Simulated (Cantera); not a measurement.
An isothermal, constant-pressure homogeneous reactor starts with N2O : H2 : N2 = 1 : 0.027 : 0.53 (molar parts), at 1148 K and 3700 Pa.

Cantera simulation using GRI-Mech 3.0 (53 species, 325 reactions); the numbers are that mechanism's predictions, not measurements. GRI-Mech 3.0 was tuned for natural gas; its chemistry of N2O as a main component is partial and can be far from experiment. Radical loss at walls, strong at low pressure, is not modelled. The mechanism lacks the step 2 NO + O2 → 2 NO2, which can matter for NO2 below about 1400 K. The temperature is held fixed by assumption; the heat of reaction is taken as removed at once.

One state of this run: x N2O = 0.575; x H2 = 1.14e-8; x NO2 = 0.000231; x O = 7.40e-7; x NO = 0.00277; x N2 = 0.388; x H2O2 = 1.17e-9. x: mole fraction; the columns are a selection and need not sum to one.

Problem. Which value of t (s) does it belong to?
(A) 7.29
(B) 0.0469
(C) 0.00227
(D) 2.66

Solution. A, 7.29
